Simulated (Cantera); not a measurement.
What does this Cantera script print?

```python
import numpy as np
import cantera as ct

gas = ct.Solution("gri30.yaml")
gas.TPX = 650, 11000, {'CH4': 1, 'C2H6': 0.21, 'O2': 2.91, 'N2': 10.8}
flame = ct.FreeFlame(gas, width=0.19)
flame.set_refine_criteria(ratio=3, slope=0.08, curve=0.16)
flame.transport_model = "mixture-averaged"
flame.solve(loglevel=0, auto=True)
z, T = flame.grid, flame.T
thick = (T[-1] - T[0]) / np.gradient(T, z).max()
show = ['CH4', 'C2H6', 'O2', 'N2O', 'O', 'CH3']
print(f"laminar burning velocity  {flame.velocity[0] * 100:.3f} cm/s")
print(f"burnt temperature         {T[-1]:.1f} K")
print(f"thermal thickness         {thick * 1e3:.4f} mm")
print(f"grid points               {len(z)}")
z0 = z[flame.heat_release_rate.argmax()]
print(f"{'z/mm':>9s}{'T/K':>9s}{'u/(m/s)':>9s}" + "".join(f"{s:>11s}" for s in show))
rows = []
for k in (-3, -2, -1.5, -1, -0.5, -0.25, 0, 0.25, 0.5, 1, 2, 4, 8):
    zz = z0 + k * thick
    rows.append([k * thick, np.interp(zz, z, T), np.interp(zz, z, flame.velocity),
                 *(np.interp(zz, z, flame.X[gas.species_index(s)]) for s in show)])
    print(f"{rows[-1][0] * 1e3:9.3f}{rows[-1][1]:9.1f}{rows[-1][2]:9.3f}" + "".join(f"{x:11.3e}" for x in rows[-1][3:]))
```

It prints:

```
laminar burning velocity  209.818 cm/s
burnt temperature         2296.7 K
thermal thickness         2.2365 mm
grid points               155
     z/mm      T/K  u/(m/s)        CH4       C2H6         O2        N2O          O        CH3
   -6.710    650.1    2.100  6.696e-02  1.406e-02  1.949e-01  1.482e-14  5.172e-10  1.470e-07
   -4.473    651.0    2.107  6.678e-02  1.404e-02  1.945e-01  2.817e-13  1.132e-08  1.622e-06
   -3.355    655.0    2.125  6.640e-02  1.398e-02  1.937e-01  1.972e-12  7.750e-08  7.600e-06
   -2.237    689.8    2.251  6.444e-02  1.372e-02  1.905e-01  3.170e-11  7.066e-07  6.370e-05
   -1.118    973.2    3.233  5.071e-02  1.087e-02  1.672e-01  6.445e-10  1.916e-05  1.173e-03
   -0.559   1338.9    4.521  3.090e-02  4.644e-03  1.306e-01  2.360e-09  1.870e-04  3.966e-03
    0.000   1706.5    5.839  9.587e-03  3.483e-04  8.492e-02  6.238e-09  1.426e-03  3.024e-03
    0.559   1870.3    6.427  1.214e-03  2.588e-06  5.485e-02  1.044e-08  4.755e-03  4.976e-04
    1.118   1905.1    6.541  8.213e-05  4.358e-09  4.211e-02  1.324e-08  7.445e-03  3.411e-05
    2.237   1924.2    6.580  3.274e-07  5.446e-14  3.509e-02  1.458e-08  8.839e-03  1.382e-07
    4.473   1943.8    6.622  3.945e-11  2.033e-20  3.240e-02  1.430e-08  8.971e-03  1.771e-11
    8.946   1968.6    6.691  2.093e-15  1.408e-25  3.132e-02  1.462e-08  8.572e-03  1.086e-15
   17.892   2007.2    6.803  5.172e-18  1.332e-30  3.030e-02  1.574e-08  7.768e-03  7.375e-17
```

Computed with Cantera and GRI-Mech 3.0 (53 species, 325 reactions). Burning velocities carry a grid error of a few per cent, more on coarse grids.
